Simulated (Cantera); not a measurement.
Feed: 1 mol SiH₂Cl₂, 0.74 mol N₂, 15 mol H₂, at 1725 K.

Cantera equilibrium calculation (NASA polynomials, part measured and part estimated; ideal gas, pure solids and liquids). Candidate condensed phases: NH₄Cl, Si, Si₃N₄; 28 gas species. Mutual solubility and eutectic melting of coexisting phases are not modelled. Gases not in the tables: Si₂H₆ and higher silanes. Rates play no part.

**Question.** Which condensed phases are stable at each of these points (P (Pa)): 5, 21, 85, 350, 1400, 5900, 24000, 100000?

**Answer.** 
```tsv
P (Pa)	condensed phases	Si condensed (%)
5	Si(l)	23.9
21	Si(l)	53.9
85	Si(l)	61.0
350	Si(l)	62.8
1400	Si(l)	63.3
5900	Si(l) + Si₃N₄(s)	63.4
24000	Si₃N₄(s)	68.5
100000	Si₃N₄(s)	79.2
```

From 5.00 Pa to 14.0 mbar the condensed part is Si(l). At 59.0 mbar the condensed part is Si(l) + Si₃N₄(s). From 0.240 bar to 1.00 bar the condensed part is Si₃N₄(s).
